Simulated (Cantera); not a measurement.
Feed: 1 mol SiHCl3, 190 mol H2, held at 2075 °C and 4.60 mbar.

Method: chemical equilibrium by Gibbs-energy minimisation in Cantera with the NASA 1993 tables (ideal gas, pure condensed phases). Candidate condensed phases: Si; 19 gas species. The tables' values for SiCl are old estimates; treat these amounts as uncertain. Equilibrium is a limit: real reactors are often held back by kinetics, nucleation or transport.

Base state: H2 0.817, H 0.165, HCl 0.0124, Si 0.00461, Cl 0.00179, SiH 9.54e-5, SiCl 3.05e-5 (mole fractions); condensed: gas only.

Problem. What changes in the equilibrium state with this change: H2 from 190 to 1.7 mol?

Solution. 
| species | before | after |
|---|---|---|
| HCl | 0.0124 | 0.313 |
| H2 | 0.817 | 0.288 |
| SiCl2 | 4.76e-6 | 0.132 |
| SiCl | 3.05e-5 | 0.0199 |
| Cl | 0.00179 | 0.0761 |
| Si | 0.00461 | 0.0709 |
| H | 0.165 | 0.0978 |
| SiCl3 | <1e-9 | 0.000426 |
| Si3 | 4.00e-9 | 1.46e-5 |
The tables' values for SiCl, SiCl3 are old estimates; treat these amounts as uncertain. Gases not in the tables: Si2H6 and higher silanes.

Problem. What changes in the equilibrium state with this change: SiHCl3 replaced by SiCl4?

Solution. 
| species | before | after |
|---|---|---|
| H2 | 0.817 | 0.812 |
| H | 0.165 | 0.164 |
| HCl | 0.0124 | 0.0165 |
| Cl | 0.00179 | 0.00240 |
| Si | 0.00461 | 0.00460 |
| SiCl | 3.05e-5 | 4.07e-5 |
| SiH | 9.54e-5 | 9.49e-5 |
